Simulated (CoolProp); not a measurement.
Propylene along the isobar 3700 kPa: fugacity coefficient from the reference equation and from simpler models built on Tc = 91.1 °C, pc = 4555 kPa, ω = 0.146; each cubic takes its own stable root.

Model: reference Helmholtz-energy equation of state, Lemmon 2013, in CoolProp.

| T (°C) | phase | reference |
|---|---|---|
| -62.55 | liquid | 0.01479 |
| -37.75 | liquid | 0.04548 |
| -13.05 | liquid | 0.1075 |
| 11.75 | liquid | 0.2110 |
| 36.45 | liquid | 0.3582 |
| 61.25 | liquid | 0.5440 |
| 85.95 | gas | 0.7150 |
| 110.75 | gas | 0.7732 |
| 135.45 | gas | 0.8152 |
| 160.25 | gas | 0.8478 |
| 184.95 | gas | 0.8736 |
| 209.75 | gas | 0.8946 |
| 234.45 | gas | 0.9118 |

How far does each simpler model (van der Waals, Redlich-Kwong, Soave-Redlich-Kwong, Peng-Robinson) lie from the reference over these 13 states: mean and median of the absolute difference, and the worst?


- van der Waals: mean 88.6 %, median 4.8 %, worst +561.5 % at -62.55 °C and 3700 kPa
- Redlich-Kwong: mean 8.8 %, median 0.8 %, worst +30.0 % at -62.55 °C and 3700 kPa
- Soave-Redlich-Kwong: mean 1.0 %, median 0.7 %, worst +2.4 % at 36.45 °C and 3700 kPa
- Peng-Robinson: mean 1.4 %, median 1.3 %, worst -2.5 % at 85.95 °C and 3700 kPa
